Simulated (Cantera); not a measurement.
Feed: 1 mol Fe₂O₃, 140 mol H₂, 1.6 mol N₂.

Equilibrium computed with Cantera from the NASA thermochemical tables; the gas is ideal and each condensed phase is pure. Candidate condensed phases: Fe, FeO, Fe(OH)₂, Fe(OH)₃, Fe₂O₃, Fe₃O₄, H₂O; 27 gas species. Equilibrium is a limit: real reactors are often held back by kinetics, nucleation or transport.

Stable condensed phases, one row left out:

```
T in °C \ P in Pa
              10      52     270    1400    7200   37000  190000 1000000
   1550        A       A       A       B       B       B       B       B
   1500        A       A       B       B       B       B       B       B
   1450        A       A       B       B       B       B       B       B
   1350        A       B       B       B       B       B       B       B
   1300        B       B       B       B       B       B       B       B
   1250        B       B       B       B       B       B       B       B
   1200        B       B       B       B       B       B       B       B
   1150        B       B       B       B       B       B       B       B
   1100        B       B       B       B       B       B       B       B
   1050        B       B       B       B       B       B       B       B
   1000        B       B       B       B       B       B       B       B
```

A: gas only; B: Fe.

Problem. Give the row for 1400 °C.

Solution. 10: gas only; 52: Fe; 270: Fe; 1400: Fe; 7200: Fe; 37000: Fe; 190000: Fe; 1000000: Fe.
